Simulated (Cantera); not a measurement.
An isothermal, constant-pressure homogeneous reactor starts with 10.9 % CH4, 75.9 % CO2, 13.2 % H2, at 1500 K and 1.00 bar.

Detailed kinetics in Cantera: GRI-Mech 3.0 (53 species, 325 reactions).

One state of this run: x CH4 = 0.00106; x CO2 = 0.338; x H2 = 0.0859; x C2H = 1.45e-11; x HO2 = <1e-12. x: mole fraction; the columns are a selection and need not sum to one.

Question: Which value of t (s) does it belong to?
A) 0.0110
B) 5.15
C) 40.0
D) 2.33e-5

Answer: C, 40.0
